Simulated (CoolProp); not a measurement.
Chloromethane (R40) at 293.15 K and 0.193 MPa is compressed adiabatically to 0.775 MPa with isentropic efficiency 0.85. Each further row changes one setting.

Model: reference Helmholtz-energy equation of state, Thol 2014, in CoolProp.

| case | work (kJ/kg) | final temperature (K) | final density (kg/m³) |
|---|---|---|---|
| as stated | 86.9 | 398.0 | 12.5 |
| efficiency 1 | 73.9 | 385.2 | 12.9 |
| efficiency 0.65 | 114 | 423.9 | 11.6 |
